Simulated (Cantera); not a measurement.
An adiabatic, constant-volume homogeneous reactor starts with CH₃OH : O₂ : N₂ = 1 : 0.625 : 2.35 (molar parts), equivalence ratio 2.4, at 1775 K and 1100000 Pa. Integrator tolerance rtol = 1e-08.

Cantera simulation using GRI-Mech 3.0 (53 species, 325 reactions); the numbers are that mechanism's predictions, not measurements. GRI-Mech 3.0 was tuned for natural gas; its chemistry of methanol as a main component is partial and can be far from experiment. Above 3000 K some thermodynamic fits are extrapolated.

```json
[
 {"quantity": "time of steepest temperature rise", "before": "2.13 µs", "after": "4.39 ms"},
 {"quantity": "temperature at 2.00 s", "before": "2996 K", "after": "2483 K"},
 {"quantity": "equilibrium temperature", "before": "2996 K", "after": "2483 K"},
 {"quantity": "x(CH₃OH) at 2.00 s", "before": "2.02e-11 (gas-phase equilibrium 2.09e-11)", "after": "7.95e-11 (gas-phase equilibrium 8.16e-11)"},
 {"quantity": "x(O₂) at 2.00 s", "before": "0.000117 (gas-phase equilibrium 0.000117)", "after": "1.32e-6 (gas-phase equilibrium 1.32e-6)"},
 {"quantity": "x(C₂H₄) at 2.00 s", "before": "<1e-12 (gas-phase equilibrium <1e-12)", "after": "<1e-12 (gas-phase equilibrium <1e-12)"},
 {"quantity": "x(NO) at 2.00 s", "before": "0.000837 (gas-phase equilibrium 0.000837)", "after": "4.18e-5 (gas-phase equilibrium 4.18e-5)"},
 {"quantity": "x(CH₂CO) at 2.00 s", "before": "9.62e-12 (gas-phase equilibrium 1.05e-11)", "after": "2.81e-11 (gas-phase equilibrium 3.09e-11)"},
 {"quantity": "x(CO) at 2.00 s", "before": "0.159 (gas-phase equilibrium 0.159)", "after": "0.156 (gas-phase equilibrium 0.156)"},
 {"quantity": "x(CO₂) at 2.00 s", "before": "0.0263 (gas-phase equilibrium 0.0263)", "after": "0.0304 (gas-phase equilibrium 0.0304)"}
]
```

### Question
What was changed between the two runs?
A) CH3OH 1 to 1.3 parts
B) CH3OH 1 to 0.34 parts
C) initial temperature 1775 to 1125 K
D) pressure from 1100000 Pa to 1900000 Pa

### Answer
C, initial temperature 1775 to 1125 K
